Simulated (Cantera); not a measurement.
Input (Python, Cantera):

```python
import numpy as np
import cantera as ct

gas = ct.Solution("h2o2.yaml")
gas.TPX = 450, 240000, {'H2': 1, 'O2': 0.58, 'N2': 1.71}
flame = ct.FreeFlame(gas, width=0.022)
flame.set_refine_criteria(ratio=3, slope=0.08, curve=0.16)
flame.transport_model = "mixture-averaged"
flame.solve(loglevel=0, auto=True)
z, T = flame.grid, flame.T
thick = (T[-1] - T[0]) / np.gradient(T, z).max()
show = ['H2', 'O2', 'HO2', 'OH', 'H2O2', 'O']
print(f"laminar burning velocity  {flame.velocity[0] * 100:.3f} cm/s")
print(f"burnt temperature         {T[-1]:.1f} K")
print(f"thermal thickness         {thick * 1e3:.4f} mm")
print(f"grid points               {len(z)}")
z0 = z[flame.heat_release_rate.argmax()]
print(f"{'z/mm':>9s}{'T/K':>9s}{'u/(m/s)':>9s}" + "".join(f"{s:>11s}" for s in show))
rows = []
for k in (-3, -2, -1.5, -1, -0.5, -0.25, 0, 0.25, 0.5, 1, 2, 4, 8):
    zz = z0 + k * thick
    rows.append([k * thick, np.interp(zz, z, T), np.interp(zz, z, flame.velocity),
                 *(np.interp(zz, z, flame.X[gas.species_index(s)]) for s in show)])
    print(f"{rows[-1][0] * 1e3:9.3f}{rows[-1][1]:9.1f}{rows[-1][2]:9.3f}" + "".join(f"{x:11.3e}" for x in rows[-1][3:]))
```

Output:

```
laminar burning velocity  488.603 cm/s
burnt temperature         2538.4 K
thermal thickness         0.1216 mm
grid points               110
     z/mm      T/K  u/(m/s)         H2         O2        HO2         OH       H2O2          O
   -0.365    450.0    4.886  3.040e-01  1.763e-01  1.574e-12  3.255e-15  5.041e-14  2.966e-13
   -0.243    450.0    4.886  3.039e-01  1.763e-01  2.614e-10  3.623e-13  9.474e-12  3.297e-11
   -0.182    450.0    4.886  3.039e-01  1.763e-01  5.353e-09  5.453e-12  2.054e-10  4.639e-10
   -0.122    450.2    4.885  3.034e-01  1.764e-01  2.876e-07  4.341e-10  1.145e-08  1.372e-08
   -0.061    473.5    5.068  2.925e-01  1.787e-01  1.928e-04  1.455e-05  9.331e-06  3.232e-06
   -0.030    752.2    7.739  2.472e-01  1.755e-01  6.802e-04  1.226e-03  9.156e-05  2.574e-04
    0.000   1257.5   12.471  1.553e-01  1.392e-01  2.797e-04  3.895e-03  2.723e-05  4.169e-03
    0.030   1619.3   15.859  7.435e-02  8.214e-02  1.346e-04  1.148e-02  5.548e-06  1.105e-02
    0.061   1812.2   17.641  4.487e-02  5.570e-02  7.642e-05  1.742e-02  2.996e-06  1.360e-02
    0.122   2006.7   19.346  3.463e-02  4.454e-02  4.473e-05  2.152e-02  1.630e-06  1.232e-02
    0.243   2188.9   20.859  2.877e-02  3.964e-02  2.641e-05  2.251e-02  1.021e-06  8.958e-03
    0.486   2343.5   22.090  2.156e-02  3.575e-02  1.545e-05  2.114e-02  7.515e-07  5.800e-03
    0.973   2458.5   22.975  1.457e-02  3.291e-02  1.036e-05  1.827e-02  6.552e-07  3.497e-03
```

Detailed kinetics in Cantera: the H2/O2 subset of GRI-Mech 3.0, which has no nitrogen chemistry. The hydrogen kinetics of GRI-Mech 3.0 are dated; newer H2 mechanisms differ, most at raised pressure. Burning velocities carry a grid error of a few per cent, more on coarse grids.
